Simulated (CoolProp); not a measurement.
Vapour-liquid equilibrium of propane (1) + isopentane (2) at 41.15 °C; x and y are mole fractions of (1).

Values from CoolProp's multi-fluid Helmholtz-energy mixture model, Lemmon 2009 and Lemmon 2006; pair parameters Kunz 2012.

| x | bubble pressure, mixture model (kPa) | bubble pressure, Raoult's law (kPa) | y, mixture model | y, Raoult's law |
|---|---|---|---|---|
| 0.05 | ? | 219.5 | ? | 0.320 |
| 0.15 | 353.1 | 344.4 | 0.591 | 0.612 |
| 0.25 | 473.9 | 469.3 | 0.716 | 0.749 |
| 0.35 | 591.2 | 594.3 | ? | 0.828 |
| 0.45 | 707.7 | 719.2 | ? | 0.880 |
| 0.55 | ? | 844.1 | 0.883 | 0.916 |
| 0.65 | ? | 969.0 | ? | 0.943 |
| 0.75 | 1067 | 1094 | 0.942 | 0.964 |
| 0.85 | 1196 | 1219 | 0.966 | 0.981 |
| 0.95 | ? | 1344 | 0.988 | 0.994 |

Fill in the missing entries.


- 0.05, bubble pressure, mixture model (kPa): 225.2
- 0.05, y, mixture model: 0.319
- 0.35, y, mixture model: 0.792
- 0.45, y, mixture model: 0.844
- 0.55, bubble pressure, mixture model (kPa): 825.0
- 0.65, bubble pressure, mixture model (kPa): 944.5
- 0.65, y, mixture model: 0.915
- 0.95, bubble pressure, mixture model (kPa): 1333

The largest gap from Raoult's law is +2.6 % in bubble pressure, at x = 0.05. No azeotrope shows between x = 0.05 and 0.95.

The pair parameters rest on a limited set of measurements; away from them the model extrapolates. The gap from Raoult's law changes sign with composition, which may be real or a fault of the pair parameters; it wasn't checked against measurements.
